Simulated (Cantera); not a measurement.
An isothermal, constant-pressure homogeneous reactor starts with NH3 : N2 = 1 : 0.16 (molar parts), at 1575 K and 0.550 bar. Integrator tolerance rtol = 1e-08.

Cantera simulation using the gas-phase N/H chemistry of the illustrative SiF4/NH3 mechanism in the Surface Chemkin manual (1991); the numbers are that mechanism's predictions, not measurements. Walls and surfaces, which speed up NH3 decomposition in real reactors, are not modelled.

### Question
What does this change do: NH3 1 to 0.3 parts?

### Answer
```json
[
 {"quantity": "x(NH3) at 5.00 s", "before": "0.598 (gas-phase equilibrium 8.67e-6)", "after": "0.460 (gas-phase equilibrium 7.89e-6)"},
 {"quantity": "x(N) at 5.00 s", "before": "4.89e-9 (gas-phase equilibrium <1e-12)", "after": "5.59e-9 (gas-phase equilibrium <1e-12)"},
 {"quantity": "x(H2) at 5.00 s", "before": "0.213 (gas-phase equilibrium 0.694)", "after": "0.175 (gas-phase equilibrium 0.592)"},
 {"quantity": "x(N2) at 5.00 s", "before": "0.189 (gas-phase equilibrium 0.306)", "after": "0.366 (gas-phase equilibrium 0.408)"},
 {"quantity": "x(N2H4) at 5.00 s", "before": "8.54e-8 (gas-phase equilibrium <1e-12)", "after": "6.64e-8 (gas-phase equilibrium <1e-12)"},
 {"quantity": "x(NH2) at 5.00 s", "before": "6.32e-5 (gas-phase equilibrium 1.37e-9)", "after": "5.57e-5 (gas-phase equilibrium 1.35e-9)"},
 {"quantity": "x(NH) at 5.00 s", "before": "2.15e-7 (gas-phase equilibrium 7.35e-12)", "after": "2.16e-7 (gas-phase equilibrium 7.84e-12)"}
]
```

### Question
What does this change do: temperature 1575 to 2173 K?

### Answer
| quantity | before | after |
|---|---|---|
| x(NH3) at 5.00 s | 0.598 (gas-phase equilibrium 8.67e-6) | 3.78e-6 (gas-phase equilibrium 2.68e-6) |
| x(N) at 5.00 s | 4.89e-9 (gas-phase equilibrium <1e-12) | 9.40e-9 (gas-phase equilibrium 6.66e-9) |
| x(H2) at 5.00 s | 0.213 (gas-phase equilibrium 0.694) | 0.690 (gas-phase equilibrium 0.690) |
| x(N2) at 5.00 s | 0.189 (gas-phase equilibrium 0.306) | 0.305 (gas-phase equilibrium 0.305) |
| x(N2H4) at 5.00 s | 8.54e-8 (gas-phase equilibrium <1e-12) | <1e-12 (gas-phase equilibrium <1e-12) |
| x(NH2) at 5.00 s | 6.32e-5 (gas-phase equilibrium 1.37e-9) | 9.17e-8 (gas-phase equilibrium 6.50e-8) |
| x(NH) at 5.00 s | 2.15e-7 (gas-phase equilibrium 7.35e-12) | 1.87e-8 (gas-phase equilibrium 1.33e-8) |

### Question
What does this change do: pressure from 0.550 bar to 100.0 Torr?

### Answer
| quantity | before | after |
|---|---|---|
| x(NH3) at 5.00 s | 0.598 (gas-phase equilibrium 8.67e-6) | 0.734 (gas-phase equilibrium 2.10e-6) |
| x(N) at 5.00 s | 4.89e-9 (gas-phase equilibrium <1e-12) | 7.96e-9 (gas-phase equilibrium <1e-12) |
| x(H2) at 5.00 s | 0.213 (gas-phase equilibrium 0.694) | 0.103 (gas-phase equilibrium 0.694) |
| x(N2) at 5.00 s | 0.189 (gas-phase equilibrium 0.306) | 0.163 (gas-phase equilibrium 0.306) |
| x(N2H4) at 5.00 s | 8.54e-8 (gas-phase equilibrium <1e-12) | 4.56e-8 (gas-phase equilibrium <1e-12) |
| x(NH2) at 5.00 s | 6.32e-5 (gas-phase equilibrium 1.37e-9) | 9.38e-5 (gas-phase equilibrium 6.76e-10) |
| x(NH) at 5.00 s | 2.15e-7 (gas-phase equilibrium 7.35e-12) | 3.53e-7 (gas-phase equilibrium 7.35e-12) |
